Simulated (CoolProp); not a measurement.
Vapour-liquid equilibrium of R1234yf (1) + R227EA (2) at 0.0161 MPa; x and y are mole fractions of (1).

Computed with CoolProp (multi-fluid Helmholtz-energy mixture model, Lemmon 2022 and Lemmon 2016; pair parameters Bell 2016).

```csv
x,bubble temperature (K),y at the bubble point,dew temperature at overall composition x (K),liquid density (mol/L)
0.05,220.3,0.102,220.8,9.864
0.2,217.9,0.350,219.4,10.16
0.35,215.7,0.537,217.9,10.46
0.5,213.9,0.683,216.2,10.77
0.65,212.2,0.801,214.3,11.09
0.8,210.7,0.897,212.2,11.42
0.95,209.3,0.977,209.7,11.77
```

No azeotrope shows between x = 0.05 and 0.95.

Pair parameters are fitted to limited data, so mixtures are less certain than the pure fluids.
